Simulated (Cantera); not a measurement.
Input: 1 mol Ca(OH)2, 0.051 mol C, 0.56 mol H2O, equilibrated at 1523.15 K and 1330 Pa.

Cantera equilibrium calculation (NASA polynomials, part measured and part estimated; ideal gas, pure solids and liquids). Candidate condensed phases: C, C6H6, C7H8, C8H18, Ca, CaCO3, CaO, Ca(OH)2, H2O; 115 gas species. Rates play no part.

Base state: H2O 0.910, H2 0.0586, CO2 0.0270, CO 0.00467, H 4.86e-5, OH 2.32e-5 (mole fractions); condensed: CaO(s).

Task: What changes in the equilibrium state with this change: temperature from 1523.15 K to 500 K?

Result: 
| species | before | after |
|---|---|---|
| H2O | 0.910 | 0.833 |
| H2 | 0.0586 | 0.167 |
| CO2 | 0.0270 | 3.57e-7 |
| CO | 0.00467 | <1e-9 |
| H | 4.86e-5 | <1e-9 |
| OH | 2.32e-5 | <1e-9 |
| CaO(s), mol | 1.000 | 0 |
| CaCO3(calcite), mol | 0 | 0.0510 |
| Ca(OH)2(s), mol | 0 | 0.949 |

Task: What changes in the equilibrium state with this change: H2O from 0.56 to 4.5 mol?

Result: 
```tsv
species	before	after
H2O	0.910	0.973
H2	0.0586	0.0180
CO2	0.0270	0.00875
CO	0.00467	0.000434
OH	2.32e-5	4.49e-5
H	4.86e-5	2.69e-5
CaO(s), mol	1.000	1.000
```

Task: What changes in the equilibrium state with this change: temperature from 1523.15 K to 1073 K?

Result: 
```json
[
 {"species": "H2O", "before": "0.910", "after": "0.907"},
 {"species": "H2", "before": "0.0586", "after": "0.0615"},
 {"species": "CO2", "before": "0.0270", "after": "0.0298"},
 {"species": "CO", "before": "0.00467", "after": "0.00186"},
 {"species": "OH", "before": "2.32e-5", "after": "1.66e-9"},
 {"species": "H", "before": "4.86e-5", "after": "3.01e-8"},
 {"species": "CaO(s), mol", "before": "1.000", "after": "1.00"}
]
```
